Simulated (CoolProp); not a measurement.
Saturation properties of cyclohexane (Tc = 280.5 °C, pc = 4.081 MPa, ω = 0.209).

Computed with CoolProp (reference Helmholtz-energy equation of state, Zhou 2014).

```tsv
T (°C)	p (MPa)	enthalpy of vaporisation (kJ/kg)	liquid cp (kJ/(kg K))	vapour Z	liquid viscosity (µPa s)	vapour viscosity (µPa s)
139.25	0.4432	312.4	2.442	0.8939	225	9.39
150.05	0.5536	303.0	2.507	0.8760	205	9.67
160.85	0.6832	293.1	2.576	0.8562	186	9.98
171.75	0.8356	282.5	2.650	0.8341	170	10.3
182.55	1.010	271.2	2.729	0.8101	156	10.7
193.35	1.209	259.0	2.815	0.7837	142	11.1
204.15	1.436	245.8	2.912	0.7546	130	11.6
215.05	1.696	231.1	3.025	0.7221	119	12.2
225.85	1.986	214.9	3.160	0.6862	107	12.8
236.65	2.311	196.6	3.337	0.6457	96.6	13.6
247.45	2.674	175.3	3.595	0.5992	85.7	14.5
258.35	3.084	149.1	4.062	0.5432	74.2	15.6
269.15	3.539	113.8	5.355	0.4706	61.0	17.1
```

It boils at 80.7 °C under 1 atm.

Viscosity comes from a separate model (Tariq 2014).
